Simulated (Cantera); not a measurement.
Feed: 1 mol Al, 0.02 mol Cl2, 0.093 mol H2, equilibrated at 0.133 bar.

These are equilibrium values from Cantera (NASA tables, ideal gas, pure condensed phases), not measurements of a reactor. Candidate condensed phases: Al, AlCl3; 12 gas species. Kinetics and transport are ignored.

Over these rows the condensed part is Al(l). Partial pressures as log10 of bar:

| T (K) | 1000/T (1/K) | log p Al | log p H2 | log p AlCl | log p AlCl3 |
|---|---|---|---|---|---|
| 1075 | 0.9302 | -9.15 | -0.94 | -2.41 | -1.84 |
| 1150 | 0.8696 | -8.17 | -0.96 | -2.03 | -1.93 |
| 1225 | 0.8163 | -7.30 | -0.98 | -1.74 | -2.12 |
| 1300 | 0.7692 | -6.54 | -1.00 | -1.55 | -2.49 |
| 1375 | 0.7273 | ? | -1.02 | -1.45 | -3.04 |
| 1450 | 0.6897 | -5.25 | -1.03 | -1.42 | -3.68 |

### Question
Fit log p(Al) = a + b·(1000/T) to the five rows, give the apparent enthalpy, and predict the row at 1375 K.

### Answer
Means: 1000/T = 0.8150, log p = -7.282. Sxy = -0.552295, Sxx = 0.0340516, so b = -16.22 and a = -7.282 − (-16.22)×0.8150 = 5.94.
Apparent enthalpy: −19.145 × (-16.22) = 311 kJ/mol. The condensed phases alone fix this pressure, through Al(l) = Al(g), so the slope is that reaction's ΔH° and the other gases don't enter. The five rows lie within 0.01 of the line.
Prediction at 1375 K: 5.94 + (-16.22)×0.7273 = -5.86. The computed value is -5.86, 0.00 from the line.
